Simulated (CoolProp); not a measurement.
A Linde-Hampson liquefier for methane: isothermal reversible compression at 200 K from 1 atm to 25 MPa, throttling to 1 atm, return gas leaving the recuperator 0 K below the feed. Each further row changes one setting.

The numbers come from the reference Helmholtz-energy equation of state, Setzmann 1991 in CoolProp.

```
case                        liquid yield per pass  compression work (kJ/kg of gas)
--------------------------  ---------------------  -------------------------------
as stated                                   0.513                              443
high pressure 50 MPa                        0.481                              514
warm-end temperature 230 K                  0.407                              559
warm-end gap 5 K                            0.505                              443
```
